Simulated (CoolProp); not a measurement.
Properties of fluoroethane (R161) at several states.

The numbers come from the reference Helmholtz-energy equation of state, Wu 2012 in CoolProp.

| T (K) | p (bar) | phase | density (kg/m³) | Joule-Thomson coefficient (K/MPa) | isothermal compressibility (1/MPa) | fugacity coefficient |
|---|---|---|---|---|---|---|
| 184.5 | 5.5 | liquid | 886.6 | … | 0.0007904 | 0.008266 |
| 201.7 | 5.83 | liquid | 864.3 | -0.4187 | … | 0.02725 |
| 249.9 | 3.77 | liquid | 797.0 | -0.3255 | 0.001809 | 0.4745 |
| 266.7 | 0.729 | gas | 1.606 | 29.13 | 13.95 | 0.9841 |
| 419.5 | 13.1 | gas | 19.33 | … | 0.8189 | 0.9370 |

Q: Some entries are withheld; supply them.

A: 
- 184.5, Joule-Thomson coefficient (K/MPa): -0.4242
- 201.7, isothermal compressibility (1/MPa): 0.0009549
- 419.5, Joule-Thomson coefficient (K/MPa): 7.593
